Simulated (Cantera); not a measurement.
Charge: 1 mol Cr, 0.83 mol H2O, 45 mol H2, equilibrated at 0.260 Pa.

Cantera equilibrium calculation (NASA polynomials, part measured and part estimated; ideal gas, pure solids and liquids). Candidate condensed phases: Cr, Cr2O3, H2O; 13 gas species. Mutual solubility and eutectic melting of coexisting phases are not modelled. Rates play no part.

### Question
At 1300 K, list the 4 most abundant gas species with their mole fractions, and the condensed phases.

### Answer
H2 0.997, Cr 0.00183, H 0.000685, H2O 0.000268. Condensed: Cr(s) + Cr2O3(s).
